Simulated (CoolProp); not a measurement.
Water along the isotherm 470.25 °C: fugacity coefficient from the reference equation and from simpler models built on Tc = 373.9 °C, pc = 22.06 MPa, ω = 0.344; each cubic takes its own stable root.

Values from CoolProp's reference Helmholtz-energy equation of state, Wagner 2002.

| p (MPa) | phase | reference | Redlich-Kwong | Soave-Redlich-Kwong | Peng-Robinson |
|---|---|---|---|---|---|
| 0.316 | gas | 0.9972 | 0.9968 | 0.9971 | 0.9966 |
| 0.464 | gas | 0.9959 | 0.9952 | 0.9957 | 0.9950 |
| 0.681 | gas | 0.9940 | 0.9930 | 0.9937 | 0.9927 |
| 1 | gas | 0.9912 | 0.9898 | 0.9908 | 0.9893 |
| 1.47 | gas | 0.9871 | 0.9850 | 0.9865 | 0.9843 |
| 2.15 | gas | 0.9811 | 0.9780 | 0.9803 | 0.9772 |
| 3.16 | gas | 0.9722 | 0.9678 | 0.9711 | 0.9666 |
| 4.64 | gas | 0.9593 | 0.9529 | 0.9578 | 0.9512 |
| 6.81 | gas | 0.9403 | 0.9313 | 0.9384 | 0.9291 |
| 10 | gas | 0.9124 | 0.9000 | 0.9104 | 0.8974 |
| 14.7 | gas | 0.8717 | 0.8549 | 0.8702 | 0.8522 |
| 21.5 | gas | 0.8134 | 0.7916 | 0.8141 | 0.7903 |
| 31.6 | supercritical | 0.7289 | 0.7018 | 0.7359 | 0.7062 |
| 46.4 | supercritical | 0.6144 | 0.5890 | 0.6376 | 0.6039 |
| 68.1 | supercritical | 0.4936 | 0.4887 | 0.5428 | 0.5063 |
| 100 | supercritical | 0.4006 | 0.4199 | 0.4748 | 0.4340 |
